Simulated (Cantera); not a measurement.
# Iron carbonyl, mercury and lead vapours: PbO + H2

A closed system holds: 1 mol PbO, a varied amount of H2, equilibrated at 202 °C and 14.0 mbar.

Method: chemical equilibrium by Gibbs-energy minimisation in Cantera with the NASA 1993 tables (ideal gas, pure condensed phases). Candidate condensed phases: H2O, Pb, PbO, PbO2, Pb3O4; 12 gas species. Rates play no part.

From 0.07 mol H2 to 0.76 mol H2 the condensed part is Pb(s) + PbO(red). From 1.4 mol H2 to 8.3 mol H2 the condensed part is Pb(s).

| n(H2) (mol) | x H2O | x H2 | n Pb(s) | n PbO(red) |
|---|---|---|---|---|
| 0.07 | 1.000 | 4.54e-6 | 0.0700 | 0.930 |
| 0.13 | 1.000 | 4.54e-6 | 0.130 | 0.870 |
| 0.23 | 1.000 | 4.54e-6 | 0.230 | 0.770 |
| 0.42 | 1.000 | 4.54e-6 | 0.420 | 0.580 |
| 0.76 | 1.000 | 4.54e-6 | 0.760 | 0.240 |
| 1.4 | 0.714 | 0.286 | 1.00 | 0 |
| 2.5 | 0.400 | 0.600 | 1.00 | 0 |
| 4.6 | 0.217 | 0.783 | 1.00 | 0 |
| 8.3 | 0.120 | 0.880 | 1.00 | 0 |
x: gas mole fraction; n: condensed amount in mol.
